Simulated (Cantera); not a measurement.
A closed system holds: 1 mol SiO2, 1.8 mol CO, at 1923 K and 0.0100 bar.

Method: chemical equilibrium by Gibbs-energy minimisation in Cantera with the NASA 1993 tables (ideal gas, pure condensed phases). Candidate condensed phases: C, Si, SiC, SiO2; 20 gas species. The tables hold silica as quartz up to 1696 K and as liquid above; real silica turns to tridymite and cristobalite and melts near 1996 K. The numbers say what is thermodynamically allowed, not how fast it happens.

Base state: CO 0.957, SiO 0.0214, CO2 0.0214 (mole fractions); condensed: SiO2(condensed).

### Question
What changes in the equilibrium state with this change: SiO2 replaced by Ta2O5?

### Answer
| species | before | after |
|---|---|---|
| CO | 0.957 | 0.999 |
| CO2 | 0.0214 | 0.000544 |
| TaO2 | 0 | 1.93e-5 |
| SiO | 0.0214 | 0 |
| SiO2(condensed), mol | 0.961 | 0 |
| TaC(s), mol | 0 | 0.000273 |
| Ta2O5(s), mol | 0 | 1.000 |
Mutual solubility and eutectic melting of coexisting phases are not modelled. TaC: taken at fixed stoichiometry. Condensed phases not in the tables: Ta2C. Further candidate phases: Ta, TaC, Ta2O5.
